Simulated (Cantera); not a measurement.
Input (Python, Cantera) and output of one run.

```python
import numpy as np
import cantera as ct

gas_names = """
    H HI HO2 H2 H2O H2O2 I I2 O OH O2 O3
""".split()
cond_names = """
    H2O(s) H2O(L) I2(cr) I2(L)
""".split()


# ... load() reads the species with a 1 bar reference pressure and builds the phases ...
atoms = {
    'HI': {'H': 1, 'I': 1},
    'H2O': {'H': 2, 'O': 1},
    'H2': {'H': 2},
}
top_T = {}  # K; cautious upper limits of use, not melting points


# ... equilibrate(T, P, feed) seeds the gas with the atoms and calls Mixture.equilibrate('TP', solver="vcs", rtol=1e-11, max_steps=5000) ...
results = []
feed = {'HI': 1, 'H2O': 0.053, 'H2': 14}  # mol
P = 4400000  # Pa
for T in [875, 1075, 1275, 1475, 1675, 1875, 2075, 2275, 2475]:
    mix = equilibrate(T, P, feed)
    results.append((T, P, feed, dict(zip(mix.species_names, mix.species_moles))))
    x = sorted(zip(gas.X, gas.species_names), reverse=True)
    print(f"T = {T:g} K  P = {P:g} Pa  gas = {mix.phase_moles(0):.4g} mol")
    print("   x: " + "  ".join(f"{s} {v:.3e}" for v, s in x if v > 0.001))
    print("   condensed (mol): " + ("  ".join(f"{mix.phase(i).name} {mix.phase_moles(i):.4g}"
          for i in range(1, mix.n_phases) if mix.phase_moles(i) > 1e-12) or "none"))
```

Result:

```
T = 875 K  P = 4.4e+06 Pa  gas = 15.05 mol
   x: H2 9.302e-01  HI 6.615e-02  H2O 3.521e-03
   condensed (mol): none
T = 1075 K  P = 4.4e+06 Pa  gas = 15.05 mol
   x: H2 9.302e-01  HI 6.585e-02  H2O 3.521e-03
   condensed (mol): none
T = 1275 K  P = 4.4e+06 Pa  gas = 15.06 mol
   x: H2 9.303e-01  HI 6.503e-02  H2O 3.519e-03
   condensed (mol): none
T = 1475 K  P = 4.4e+06 Pa  gas = 15.07 mol
   x: H2 9.304e-01  HI 6.318e-02  H2O 3.516e-03  I 2.654e-03
   condensed (mol): none
T = 1675 K  P = 4.4e+06 Pa  gas = 15.1 mol
   x: H2 9.305e-01  HI 5.996e-02  I 5.755e-03  H2O 3.511e-03
   condensed (mol): none
T = 1875 K  P = 4.4e+06 Pa  gas = 15.13 mol
   x: H2 9.306e-01  HI 5.538e-02  I 1.021e-02  H2O 3.503e-03
   condensed (mol): none
T = 2075 K  P = 4.4e+06 Pa  gas = 15.17 mol
   x: H2 9.304e-01  HI 4.985e-02  I 1.560e-02  H2O 3.493e-03
   condensed (mol): none
T = 2275 K  P = 4.4e+06 Pa  gas = 15.22 mol
   x: H2 9.298e-01  HI 4.398e-02  I 2.134e-02  H2O 3.480e-03  H 1.234e-03
   condensed (mol): none
T = 2475 K  P = 4.4e+06 Pa  gas = 15.28 mol
   x: H2 9.280e-01  HI 3.826e-02  I 2.687e-02  H2O 3.465e-03  H 3.268e-03
   condensed (mol): none
```

These are equilibrium values from Cantera (NASA tables, ideal gas, pure condensed phases), not measurements of a reactor. The ideal-gas law is rough above about 30 bar.
